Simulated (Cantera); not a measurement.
Mixture: CH4 : O2 : N2 = 1 : 0.952 : 4.48 (molar parts), equivalence ratio 2.1, at 3.40 bar, adiabatic and at constant pressure. Ignition delay is the time to a rise of 400 K.

Computed with Cantera and GRI-Mech 3.0 (53 species, 325 reactions).

Q: What does this change do: constant volume in place of constant pressure?

A: 
| quantity | before | after |
|---|---|---|
| delay at 1075 K | 0.160 s | 0.152 s |
| delay at 1225 K | 19.8 ms | 18.3 ms |
| delay at 1375 K | 3.17 ms | 2.90 ms |
| delay at 1525 K | 0.612 ms | 0.556 ms |
| delay at 1675 K | 0.145 ms | 0.131 ms |
| apparent activation energy between 1525 and 1675 K | 200 kJ/mol | 200 kJ/mol |

Q: What does this change do: pressure from 3.40 bar to 10.0 bar?

A: 
```
quantity                                                before       after
--------------------------------------------------  ----------  ----------
delay at 1075 K                                        0.160 s     44.4 ms
delay at 1225 K                                        19.8 ms     6.40 ms
delay at 1375 K                                        3.17 ms     1.19 ms
delay at 1525 K                                       0.612 ms    0.257 ms
delay at 1675 K                                       0.145 ms     64.0 µs
apparent activation energy between 1525 and 1675 K  200 kJ/mol  200 kJ/mol
```
